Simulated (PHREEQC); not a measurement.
Ca(OH)2 is added in steps, without added water, to 1 kg of water holding 10 mmol/kgw NaH2PO4, 170 mmol/kgw NaOH and 0.23 mmol/kgw NaCl, at 20 °C. O2 is buffered at 0.21 atm. The system is closed to CO2. The run lets Portlandite, Hydroxyapatite, Halite precipitate or redissolve, and no other solid.

Base run: PHREEQC, ion-association model, wateq4f.dat. Each further column changes one thing. The table gives pH.

| Ca(OH)2 added (mol) | base | all activity coefficients set to 1 | Davies equation for every ion | Debye-Hückel limiting law |
|---|---|---|---|---|
| 0 | 13.20 | 13.35 | 13.22 | 13.12 |
| 0.03375 | 13.29 | 13.43 | 13.31 | 13.23 |
| 0.05906 | 13.29 | 13.43 | 13.31 | 13.23 |
| 0.09281 | 13.29 | 13.43 | 13.31 | 13.23 |
| 0.1181 | 13.29 | 13.43 | 13.31 | 13.23 |
| 0.1519 | 13.29 | 13.43 | 13.31 | 13.23 |
| 0.1772 | 13.29 | 13.43 | 13.31 | 13.23 |
| 0.2109 | 13.29 | 13.43 | 13.31 | 13.23 |
| 0.2362 | 13.29 | 13.43 | 13.31 | 13.23 |
| 0.27 | 13.29 | 13.43 | 13.31 | 13.23 |

H3PO4, which wateq4f.dat lacks, is added to it with the constant of phreeqc.dat.
